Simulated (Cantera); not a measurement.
An isothermal, constant-pressure homogeneous reactor starts with 0.208 % H2, 30.2 % O2, 69.3 % N2, 0.295 % H2O, at 1473 K and 1.65 Torr.

Computed with Cantera and GRI-Mech 3.0 (53 species, 325 reactions). Radical loss at walls, strong at low pressure, is not modelled.

x: mole fraction; the columns are a selection and need not sum to one.

```
t (s)        x H2   x O2     x HO2       x H       x O
--------  -------  -----  --------  --------  --------
2.00e-6   0.00208  0.302  1.31e-11  1.26e-11    <1e-12
1.17e-5   0.00208  0.302  7.63e-11  7.23e-11  1.36e-12
6.79e-5   0.00208  0.302  4.45e-10  3.86e-10  4.32e-11
0.000395  0.00208  0.302         ?         ?         ?
0.00230   0.00208  0.302   1.50e-8   2.78e-9   1.39e-8
0.0134    0.00208  0.302   8.53e-8   1.57e-8   2.20e-7
0.0782    0.00113  0.301   2.99e-8   3.73e-5  0.000657
0.455     1.29e-5  0.299   1.71e-8   5.15e-5   0.00173
2.65      1.25e-5  0.300   1.68e-8   4.89e-5   0.00167
15.4      1.04e-5  0.300   1.53e-8   3.68e-5   0.00138
90.0      4.52e-6  0.300   1.04e-8   1.04e-5  0.000592
```

Task: Fill in the missing entries.

Result: 
- 0.000395, x HO2: 2.59e-9
- 0.000395, x H: 1.45e-9
- 0.000395, x O: 1.08e-9
